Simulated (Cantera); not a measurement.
# Fluorocarbon and chlorocarbon gases: CHF3

Input: 1 mol CHF3, at 1200 Pa.

Method: chemical equilibrium by Gibbs-energy minimisation in Cantera with the NASA 1993 tables (ideal gas, pure condensed phases). Candidate condensed phases: C, C6H6, C7H8, C8H18; 95 gas species. Condensed phases not in the tables: fluorocarbon polymer. Gases not in the tables: C2F6 and larger saturated fluorocarbons. The numbers say what is thermodynamically allowed, not how fast it happens.

From 600 K to 2600 K the condensed part is C(graphite). The main C-bearing gas is CF4 at 600 K and CF2 at 2600 K. The share of C in condensed phases is highest at 2600 K (56.8 %) and lowest at 2400 K (38.0 %).

```json
[
 {"T (K)": "600", "x HF": "0.667", "x F": "<1e-12", "x CF4": "0.333", "x CF2": "<1e-12", "x CF": "<1e-12", "n C(graphite)": "0.500"},
 {"T (K)": "800", "x HF": "0.667", "x F": "<1e-12", "x CF4": "0.333", "x CF2": "<1e-12", "x CF": "<1e-12", "n C(graphite)": "0.500"},
 {"T (K)": "1000", "x HF": "0.667", "x F": "1.29e-10", "x CF4": "0.333", "x CF2": "2.85e-9", "x CF": "<1e-12", "n C(graphite)": "0.500"},
 {"T (K)": "1200", "x HF": "0.667", "x F": "7.28e-8", "x CF4": "0.333", "x CF2": "8.15e-7", "x CF": "<1e-12", "n C(graphite)": "0.500"},
 {"T (K)": "1400", "x HF": "0.667", "x F": "6.75e-6", "x CF4": "0.333", "x CF2": "4.54e-5", "x CF": "4.23e-10", "n C(graphite)": "0.500"},
 {"T (K)": "1600", "x HF": "0.666", "x F": "0.000202", "x CF4": "0.333", "x CF2": "0.000910", "x CF": "7.72e-8", "n C(graphite)": "0.499"},
 {"T (K)": "1800", "x HF": "0.662", "x F": "0.00283", "x CF4": "0.325", "x CF2": "0.00916", "x CF": "4.36e-6", "n C(graphite)": "0.494"},
 {"T (K)": "2000", "x HF": "0.637", "x F": "0.0227", "x CF4": "0.283", "x CF2": "0.0541", "x CF": "0.000105", "n C(graphite)": "0.465"},
 {"T (K)": "2200", "x HF": "0.550", "x F": "0.110", "x CF4": "0.153", "x CF2": "0.178", "x CF": "0.00125", "n C(graphite)": "0.383"},
 {"T (K)": "2400", "x HF": "0.438", "x F": "0.290", "x CF4": "0.0225", "x CF2": "0.238", "x CF": "0.00687", "n C(graphite)": "0.380"},
 {"T (K)": "2600", "x HF": "0.382", "x F": "0.453", "x CF4": "0.00100", "x CF2": "0.143", "x CF": "0.0199", "n C(graphite)": "0.568"}
]
```
x: gas mole fraction; n: condensed amount in mol.
